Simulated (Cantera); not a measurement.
An isothermal, constant-pressure homogeneous reactor starts with CH3OH : O2 : N2 = 0.0046 : 0.0087 : 1 (molar parts), at 1525 K and 7500 Torr.

Cantera simulation using GRI-Mech 3.0 (53 species, 325 reactions); the numbers are that mechanism's predictions, not measurements. GRI-Mech 3.0 was tuned for natural gas; its chemistry of methanol as a main component is partial and can be far from experiment.

Q: Predict: x(O2) at 20.0 s; x(N2O) at 20.0 s; x(NO) at 20.0 s.

A: 
- x(O2) at 20.0 s = 0.00177 (gas-phase equilibrium 0.00170)
- x(N2O) at 20.0 s = 3.06e-8 (gas-phase equilibrium 3.00e-8)
- x(NO) at 20.0 s = 3.16e-6 (gas-phase equilibrium 0.000140)
